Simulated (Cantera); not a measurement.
# Equilibrium for chlorosilane synthesis and conversion: SiCl4 + Cl2 + H2

Charge: 1 mol SiCl4, 1.9 mol Cl2, 5.3 mol H2, equilibrated at 623 K and 12.0 bar.

Equilibrium computed with Cantera from the NASA thermochemical tables; the gas is ideal and each condensed phase is pure. Candidate condensed phases: Si; 19 gas species. Rates play no part.

```
Quantity                             Result
--------------------------------  ---------
x(HCl)                                0.463
x(H2)                                 0.415
x(SiCl4)                              0.122
x(SiHCl3)                           5.05e-6
gas amount                        8.200 mol
log10 activity of Si(s) (absent)     -17.11
```
